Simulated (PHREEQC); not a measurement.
Ultrapure water in contact with air or piping: an equilibrium model

Model water analysis in mg/kgw, 60 °C, pH 6.18, pe 11.3:

| constituent | mg/kgw |
|---|---|
| Na | 0.027 |
| K | 0.0482 |
| Ca | 0.036 |
| Mg | 0.000478 |
| Cl | 0.0222 |
| S(6) as SO4 | 0.0716 |
| Alkalinity as HCO3 | 0.136 |
| Li | 5.26e-06 |
| Cu(2) | 0.00234 |
| Ni | 0.000117 |

Valence states are taken as typed.

Computed with PHREEQC (ion-association model, wateq4f.dat).

| Item | Value |
|---|---|
| ionic strength | 6.69e-6 mol/kgw |
| charge-balance error | -0.2 % |

```csv
species,molality,activity,log γ
CO2,3.53e-6,3.53e-6,0.000
HCO3-,2.75e-6,2.74e-6,-0.001
O2,1.66e-6,1.66e-6,0.000
K+,1.23e-6,1.23e-6,-0.001
Na+,1.17e-6,1.17e-6,-0.001
Ca+2,8.98e-7,8.86e-7,-0.006
SO4-2,7.45e-7,7.35e-7,-0.006
H+,6.63e-7,6.61e-7,-0.001
Cl-,6.26e-7,6.24e-7,-0.001
OH-,1.41e-7,1.40e-7,-0.001
```

This is a speciation only: nothing precipitates in the calculation. Species that the database lacks are ignored. Constants without temperature data keep their 25 °C values here.
